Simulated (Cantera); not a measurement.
**Si3N4 + NF3 + N2 (nitride etching)**

Feed: 1 mol Si3N4, a varied amount of NF3, 5.4 mol N2, at 725 K and 218 Torr.

Equilibrium computed with Cantera from the NASA thermochemical tables; the gas is ideal and each condensed phase is pure. Candidate condensed phases: Si, Si3N4; 16 gas species. Equilibrium is a limit: real reactors are often held back by kinetics, nucleation or transport.

```json
[
 {"n(NF3) (mol)": "2.4", "x N2": "0.812", "x NF3": "<1e-12", "x SiF4": "0.188", "x F2": "<1e-12", "x F": "<1e-12", "n Si3N4(s)": "0.400"},
 {"n(NF3) (mol)": "3.1", "x N2": "0.785", "x NF3": "<1e-12", "x SiF4": "0.215", "x F2": "<1e-12", "x F": "<1e-12", "n Si3N4(s)": "0.225"},
 {"n(NF3) (mol)": "3.9", "x N2": "0.761", "x NF3": "<1e-12", "x SiF4": "0.239", "x F2": "<1e-12", "x F": "<1e-12", "n Si3N4(s)": "0.0250"},
 {"n(NF3) (mol)": "4.9", "x N2": "0.705", "x NF3": "0.0580", "x SiF4": "0.223", "x F2": "0.0133", "x F": "0.000500", "n Si3N4(s)": "0"},
 {"n(NF3) (mol)": "6.1", "x N2": "0.646", "x NF3": "0.127", "x SiF4": "0.204", "x F2": "0.0231", "x F": "0.000659", "n Si3N4(s)": "0"},
 {"n(NF3) (mol)": "7.8", "x N2": "0.578", "x NF3": "0.207", "x SiF4": "0.181", "x F2": "0.0332", "x F": "0.000790", "n Si3N4(s)": "0"},
 {"n(NF3) (mol)": "9.8", "x N2": "0.516", "x NF3": "0.281", "x SiF4": "0.160", "x F2": "0.0423", "x F": "0.000891", "n Si3N4(s)": "0"},
 {"n(NF3) (mol)": "12", "x N2": "0.462", "x NF3": "0.345", "x SiF4": "0.142", "x F2": "0.0503", "x F": "0.000972", "n Si3N4(s)": "0"}
]
```
x: gas mole fraction; n: condensed amount in mol.

From 2.4 mol NF3 to 3.9 mol NF3 the condensed part is Si3N4(s). From 4.9 mol NF3 to 12 mol NF3 nothing is condensed. The main Si-bearing gas is SiF4 throughout.
